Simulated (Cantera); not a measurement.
Charge: 1 mol BF3, 0.32 mol NH3, at 923 K and 0.180 Torr.

Method: chemical equilibrium by Gibbs-energy minimisation in Cantera with the NASA 1993 tables (ideal gas, pure condensed phases). Candidate condensed phases: B, BN; 31 gas species. Rates play no part.

Task: What is the equilibrium state?

Result: 
```json
{
  "x(BF3)": "0.606",
  "x(H2)": "0.287",
  "x(N2)": "0.0958",
  "x(HF)": "0.0106",
  "x(BHF2)": "2.61e-5",
  "n(BN(s))": "0.00580 mol",
  "gas_amount": "1.640 mol",
  "log10 activity of B(s) (absent)": "-7.27"
}
```
